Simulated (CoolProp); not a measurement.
R1123 along the isotherm 289.2 K: Z from the reference equation and from simpler models built on Tc = 331.7 K, pc = 45.49 bar, ω = 0.243; each cubic takes its own stable root.

Values from CoolProp's reference Helmholtz-energy equation of state, Akasaka 2020.

```tsv
p (bar)	phase	reference	van der Waals	Redlich-Kwong	Peng-Robinson
0.632	gas	0.9923	0.9943	0.9930	0.9920
1.2	gas	0.9853	0.9890	0.9866	0.9848
2.27	gas	0.9719	0.9791	0.9744	0.9709
4.31	gas	0.9454	0.9596	0.9505	0.9438
8.17	gas	0.8917	0.9205	0.9026	0.8894
15.5	gas	0.7691	0.8358	0.7974	0.7692
29.4	liquid	0.09462	0.1568	0.1135	0.09552
55.7	liquid	0.1754	0.2770	0.2048	0.1748
105	liquid	0.3207	0.4874	0.3637	0.3147
200	liquid	0.5858	0.8651	0.6458	0.5658
```
